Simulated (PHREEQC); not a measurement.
TMAH is added in steps, without added water, to 1 kg of water holding 0.021 mol KF, 0.017 mol KBr and 0.0023 mol CaCl2, at 21 °C. Oxygen is held at 0.21 atm. No CO2 enters from the air. Solids allowed: Fluorite, Sylvite. Others were left out.

Base run: PHREEQC, ion-association model, phreeqc.dat. Each further column changes one thing. The table gives pH.

| TMAH added (mol) | base | 0.0005 mol/kgw Na2CO3 added | diluted 10-fold with water |
|---|---|---|---|
| 0 | 7.69 | 10.34 | 7.31 |
| 3.7e-05 | 9.62 | 10.39 | 9.67 |
| 8.325e-05 | 9.97 | 10.44 | 10.02 |
| 0.0001202 | 10.13 | 10.49 | 10.18 |
| 0.0001665 | 10.27 | 10.54 | 10.32 |
| 0.0002035 | 10.36 | 10.58 | 10.41 |
| 0.0002498 | 10.45 | 10.62 | 10.50 |
| 0.0002868 | 10.51 | 10.65 | 10.56 |
| 0.000333 | 10.57 | 10.69 | 10.62 |
| 0.00037 | 10.62 | 10.72 | 10.67 |

(CH3)4N+ isn't in the database: it is added as a free cation with an ion size of 4 Å. Solids allowed in the column '0.0005 mol/kgw Na2CO3 added': Calcite, Fluorite, Halite, Sylvite.
